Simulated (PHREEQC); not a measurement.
0.32 g of hydrous ferric oxide (600 m²/g; 0.2 weak and 0.005 strong sites per Fe, Dzombak-Morel constants, diffuse double layer) in 1 kg of water with 0.01 mol/kgw of an inert sodium salt, at 25 °C; the pH is set by adding NaOH or the inert anion's acid. Oxygen is held at 0.21 atm. The system is closed to CO2. No solid was allowed to form.

Base run: PHREEQC, ion-association model, wateq4f.dat. Each further column changes one thing. The table gives surface charge σ (C/m²).

```json
[
 {"pH": "3", "base": "0.325", "background salt from 0.01 to 0.001 mol/kgw": "…", "oxide from 0.32 to 1.6 g/kgw": "0.329", "0.00039 mol/kgw ZnCl2 added": "0.328"},
 {"pH": "3.75", "base": "0.247", "background salt from 0.01 to 0.001 mol/kgw": "0.147", "oxide from 0.32 to 1.6 g/kgw": "0.251", "0.00039 mol/kgw ZnCl2 added": "0.252"},
 {"pH": "4.88", "base": "0.124", "background salt from 0.01 to 0.001 mol/kgw": "0.057", "oxide from 0.32 to 1.6 g/kgw": "0.126", "0.00039 mol/kgw ZnCl2 added": "0.129"},
 {"pH": "5.62", "base": "0.069", "background salt from 0.01 to 0.001 mol/kgw": "…", "oxide from 0.32 to 1.6 g/kgw": "0.070", "0.00039 mol/kgw ZnCl2 added": "0.074"},
 {"pH": "6.38", "base": "0.034", "background salt from 0.01 to 0.001 mol/kgw": "0.012", "oxide from 0.32 to 1.6 g/kgw": "0.035", "0.00039 mol/kgw ZnCl2 added": "0.042"},
 {"pH": "7.12", "base": "0.015", "background salt from 0.01 to 0.001 mol/kgw": "…", "oxide from 0.32 to 1.6 g/kgw": "0.015", "0.00039 mol/kgw ZnCl2 added": "0.032"},
 {"pH": "8.25", "base": "-0.002", "background salt from 0.01 to 0.001 mol/kgw": "…", "oxide from 0.32 to 1.6 g/kgw": "-0.002", "0.00039 mol/kgw ZnCl2 added": "0.021"},
 {"pH": "9", "base": "-0.013", "background salt from 0.01 to 0.001 mol/kgw": "-0.004", "oxide from 0.32 to 1.6 g/kgw": "-0.013", "0.00039 mol/kgw ZnCl2 added": "0.011"}
]
```

Task: Complete the blanks.

Result: 
- 3, background salt from 0.01 to 0.001 mol/kgw: 0.257
- 5.62, background salt from 0.01 to 0.001 mol/kgw: 0.028
- 7.12, background salt from 0.01 to 0.001 mol/kgw: 0.005
- 8.25, background salt from 0.01 to 0.001 mol/kgw: -0.001

The oxide is taken as insoluble; below pH 4 it would dissolve. In at least one series the solution becomes supersaturated in solids that the run did not let form, among them Zincite(c).
